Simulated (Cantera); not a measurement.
Input (Python, Cantera):

```python
import numpy as np
import cantera as ct

surf = ct.Interface("diamond.yaml", "diamond_100")
gas, bulk = surf.adjacent["gas"], surf.adjacent["diamond"]
k = surf.kinetics_species_index(bulk.species_names[0])
cover = ["c6HH", "c6H*", "c6*H", "c6**", "c6HM", "c6B"]

rows, drift = [], 0.0
print(f"{'xH':>10s}{'um/h':>11s}" + "".join(f"{s:>11s}" for s in cover))
for v in [0.0001, 0.00024, 0.00058, 0.0014, 0.0034, 0.0082, 0.02, 0.048, 0.12]:
    T, P, xH, xCH3 = 1250, 22000, v, 0.00024
    gas.TPX = T, P, {"H": xH, "CH3": xCH3, "CH4": 0.0022, "H2": 1 - xH - xCH3 - 0.0022}
    surf.TP = bulk.TP = T, P
    surf.coverages = "c6H*:0.1, c6HH:0.9"
    surf.advance_coverages(100.0)
    before = surf.coverages
    surf.advance_coverages(100.0)
    drift = max(drift, np.max(np.abs(surf.coverages - before) / (surf.coverages + 1e-9)))
    rate = surf.net_production_rates[k] * bulk.mean_molecular_weight / bulk.density * 3.6e9
    rows.append([rate, *surf[cover].coverages])
    print(f"{v:10.4g}{rate:11.4e}" + "".join(f"{x:11.3e}" for x in rows[-1][1:]))
```

It prints:

```
        xH       um/h       c6HH       c6H*       c6*H       c6**       c6HM        c6B
    0.0001 8.7381e-01  6.338e-01  2.794e-02  3.256e-01  4.213e-03  2.991e-03  2.371e-09
   0.00024 2.5746e+00  5.281e-01  3.561e-02  4.150e-01  1.037e-02  4.125e-03  6.986e-09
   0.00058 6.1001e+00  4.623e-01  4.008e-02  4.668e-01  1.924e-02  5.000e-03  1.655e-08
    0.0014 1.2474e+01  4.285e-01  4.217e-02  4.907e-01  2.772e-02  5.262e-03  3.385e-08
    0.0034 2.2941e+01  4.132e-01  4.317e-02  5.012e-01  3.350e-02  4.650e-03  6.225e-08
    0.0082 3.6600e+01  4.072e-01  4.384e-02  5.062e-01  3.665e-02  3.345e-03  9.932e-08
      0.02 4.9745e+01  4.051e-01  4.464e-02  5.085e-01  3.830e-02  1.941e-03  1.350e-07
     0.048 5.8782e+01  4.043e-01  4.606e-02  5.085e-01  3.934e-02  9.722e-04  1.595e-07
      0.12 6.4674e+01  4.037e-01  4.934e-02  5.056e-01  4.057e-02  4.314e-04  1.755e-07
```

Cantera simulation using the Harris–Goodwin 1993 mechanism for the reconstructed diamond (100) surface; the numbers are that mechanism's predictions, not measurements.
